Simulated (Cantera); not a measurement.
Cantera with NASA thermochemical tables; ideal gases at 1 bar, condensed phases pure. Values are per mole of reaction as written; species without (g) are pure solids or liquids, kept so even where they would boil at 1 bar.

### Question
Between 675 and 1425 K, where is each reaction favourable under standard conditions?
- PbO = Pb(g) + O(g)
- O2(g) + 2 Pb(g) = 2 PbO

### Answer
- PbO = Pb(g) + O(g): ΔG° is 483 kJ at 675 K and 297 kJ at 1425 K; it stays positive (K < 1). ΔH° is 621 kJ and ΔS° 227 J/K at 1425 K.
- O2(g) + 2 Pb(g) = 2 PbO: ΔG° is -549 kJ at 675 K and -274 kJ at 1425 K; it stays negative (K > 1). ΔH° is -733 kJ and ΔS° -322 J/K at 1425 K.
